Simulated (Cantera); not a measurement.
# Low-pressure radical oxidation in H2/O2

An isothermal, constant-pressure homogeneous reactor starts with 19.3 % H₂, 50.8 % O₂, 29.9 % N₂, equivalence ratio 0.19, at 1150 K and 10.00 Torr.

Model: GRI-Mech 3.0 (53 species, 325 reactions), integrated in Cantera. Radical loss at walls, strong at low pressure, is not modelled. The temperature is held fixed by assumption; the heat of reaction is taken as removed at once.

| t (s) | x H₂ | x O₂ | x N₂O | x NO | x H₂O₂ | x HO₂ | x OH |
|---|---|---|---|---|---|---|---|
| 8.00e-5 | 0.193 | 0.508 | <1e-12 | <1e-12 | 1.06e-12 | 2.68e-9 | 4.71e-10 |
| 0.000229 | 0.193 | 0.508 | <1e-12 | <1e-12 | 8.72e-12 | 7.72e-9 | 3.51e-9 |
| 0.000656 | 0.193 | 0.508 | <1e-12 | <1e-12 | 7.45e-11 | 2.54e-8 | 1.87e-7 |
| 0.00188 | 0.139 | 0.481 | 3.89e-11 | 1.41e-9 | 1.76e-7 | 3.77e-6 | 0.00518 |
| 0.00538 | 0.00960 | 0.417 | 1.56e-9 | 7.53e-7 | 2.09e-7 | 6.06e-6 | 0.00663 |
| 0.0154 | 0.00576 | 0.435 | 2.28e-9 | 1.80e-6 | 2.97e-7 | 6.67e-6 | 0.00522 |
| 0.0442 | 0.00124 | 0.451 | 4.05e-9 | 2.13e-6 | 3.50e-7 | 5.47e-6 | 0.00240 |
| 0.126 | 0.000117 | 0.454 | 5.89e-9 | 2.14e-6 | 1.82e-7 | 1.87e-6 | 0.000732 |
| 0.362 | 1.38e-5 | 0.455 | 6.72e-9 | 2.14e-6 | 6.26e-8 | 3.67e-7 | 0.000256 |
| 1.04 | 2.53e-6 | 0.455 | 7.10e-9 | 2.14e-6 | 2.15e-8 | 8.13e-8 | 0.000111 |
| 2.97 | 6.15e-7 | 0.455 | 7.30e-9 | 2.14e-6 | 7.59e-9 | 2.24e-8 | 5.52e-5 |
| 8.51 | 1.75e-7 | 0.455 | 7.34e-9 | 2.14e-6 | 2.71e-9 | 8.09e-9 | 2.96e-5 |
| 24.4 | 5.53e-8 | 0.455 | 7.09e-9 | 2.14e-6 | 9.82e-10 | 5.03e-9 | 1.67e-5 |
| 69.8 | 2.05e-8 | 0.455 | 6.23e-9 | 2.14e-6 | 4.03e-10 | 5.55e-9 | 1.02e-5 |
| 200 | 1.24e-8 | 0.455 | 4.24e-9 | 2.14e-6 | 2.59e-10 | 6.55e-9 | 7.88e-6 |
x: mole fraction; the columns are a selection and need not sum to one.

Equilibrium at this temperature and pressure: H₂ 1.19e-8, O₂ 0.455, N₂O 6.83e-10, NO 0.000126, H₂O₂ 2.50e-10, HO₂ 6.66e-9, OH 7.71e-6 (gas phase only).
